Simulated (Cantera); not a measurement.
Feed: 1 mol FeS₂, 0.12 mol O₂, 2.2 mol CO₂, equilibrated at 1227 °C and 54.8 Torr.

Cantera equilibrium calculation (NASA polynomials, part measured and part estimated; ideal gas, pure solids and liquids). Candidate condensed phases: C, Fe, Fe(CO)₅, FeO, FeS, FeSO₄, FeS₂, Fe₂O₃, Fe₂(SO₄)₃, Fe₃O₄, S; 25 gas species. FeS: taken at fixed stoichiometry. Equilibrium is a limit: real reactors are often held back by kinetics, nucleation or transport.

Base state: CO₂ 0.561, CO 0.195, SO₂ 0.138, S₂ 0.0991, SO 0.00344, COS 0.00201, S₂O 0.00170, S 4.74e-5 (mole fractions); condensed: FeS(l).

Question: What changes in the equilibrium state with this change: pressure from 54.8 Torr to 1 atm?

Answer: 
```csv
species,before,after
CO₂,0.561,0.633
CO,0.195,0.133
S₂,0.0991,0.114
SO₂,0.138,0.109
CS₂,1.70e-6,1.12e-5
S,4.74e-5,1.37e-5
"FeS(l), mol",1.00,1.00
```

Question: What changes in the equilibrium state with this change: CO₂ from 2.2 to 0.078 mol?

Answer: 
```csv
species,before,after
S₂,0.0991,0.665
SO₂,0.138,0.198
CO₂,0.561,0.0819
CO,0.195,0.0383
S₂O,0.00170,0.00852
S,4.74e-5,0.000123
COS,0.00201,0.00102
SO,0.00344,0.00665
"FeS(l), mol",1.00,1.00
```

Question: What changes in the equilibrium state with this change: 0.095 mol NH₃ added?

Answer: 
```csv
species,before,after
CO₂,0.561,0.519
CO,0.195,0.196
SO₂,0.138,0.117
H₂O,0,0.0388
N₂,0,0.0155
S₂,0.0991,0.0994
H₂,0,0.00568
H₂S,0,0.00176
SH,0,0.000385
SO,0.00344,0.00317
"FeS(l), mol",1.00,1.000
```
Further candidate phases: C₆H₆, C₇H₈, C₈H₁₈, Fe(OH)₂, Fe(OH)₃, H₂O, H₂SO₄.
